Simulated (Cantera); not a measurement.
Input: 1 mol Al2O3, 1.3 mol N2, held at 2250 °C and 9.75 Torr.

Equilibrium computed with Cantera from the NASA thermochemical tables; the gas is ideal and each condensed phase is pure. Candidate condensed phases: Al, AlN, Al2O3; 16 gas species. The numbers say what is thermodynamically allowed, not how fast it happens.

Base state: N2 0.997, O 0.00101, Al 0.000745, NO 0.000415, AlO 0.000364, Al2O 0.000109, O2 4.99e-5 (mole fractions); condensed: Al2O3(l).

### Question
What changes in the equilibrium state with this change: pressure from 9.75 Torr to 0.150 Torr?

### Answer
```json
[
 {"species": "N2", "before": "0.997", "after": "0.850"},
 {"species": "O", "before": "0.00101", "after": "0.0729"},
 {"species": "Al", "before": "0.000745", "after": "0.0411"},
 {"species": "AlO", "before": "0.000364", "after": "0.0224"},
 {"species": "O2", "before": "4.99e-5", "after": "0.00403"},
 {"species": "AlO2", "before": "2.34e-7", "after": "1.61e-5"},
 {"species": "Al2O3(l), mol", "before": "0.999", "after": "0.943"}
]
```
